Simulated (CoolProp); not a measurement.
Vapour-liquid equilibrium of ethylene (1) + ethane (2) at -61.85 °C; x and y are mole fractions of (1).

Values from CoolProp's multi-fluid Helmholtz-energy mixture model, Smukala 2000 and Bücker 2006; pair parameters Bell 2016.

Task: Give the bubble pressure and the first vapour's composition at x = 0.2, 0.5, 0.875. Is there an azeotrope?

Result: x = 0.2: 0.4332 MPa, y = 0.331; x = 0.5: 0.5366 MPa, y = 0.643; x = 0.875: 0.6619 MPa, y = 0.923. No azeotrope shows between x = 0.05 and 0.95.

Pair parameters are fitted to limited data, so mixtures are less certain than the pure fluids.
